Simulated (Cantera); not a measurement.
## Diamond growth

A diamond (100) surface in a fixed gas of H2 with x(CH4) = 0.0027, x(H) = 0.0015, x(CH3) = 0.00018, at 1323 K; coverages are run to steady state.

Detailed kinetics in Cantera: the Harris–Goodwin 1993 mechanism for the reconstructed diamond (100) surface.

| P (Pa) | growth (µm/h) | θ c6HH | θ c6H* | θ c6*H | θ c6** | θ c6HM |
|---|---|---|---|---|---|---|
| 340 | 0.0213 | 0.402 | 0.0498 | 0.513 | 0.0350 | 1.30e-5 |
| 590 | 0.0531 | 0.402 | 0.0498 | 0.512 | 0.0349 | 2.39e-5 |
| 1000 | 0.119 | 0.402 | 0.0498 | 0.512 | 0.0348 | 4.26e-5 |
| 1800 | 0.274 | 0.402 | 0.0498 | 0.512 | 0.0347 | 8.07e-5 |
| 3000 | 0.536 | 0.402 | 0.0497 | 0.512 | 0.0346 | 0.000139 |
| 5200 | 1.08 | 0.402 | 0.0497 | 0.512 | 0.0345 | 0.000246 |
| 9000 | 2.14 | 0.402 | 0.0497 | 0.511 | 0.0345 | 0.000430 |
| 16000 | 4.50 | 0.402 | 0.0497 | 0.511 | 0.0344 | 0.000758 |
θ: site fractions in the mechanism's names (c6HH fully hydrogenated, c6H* and c6*H radical sites, c6** diradical, c6HM methylated).
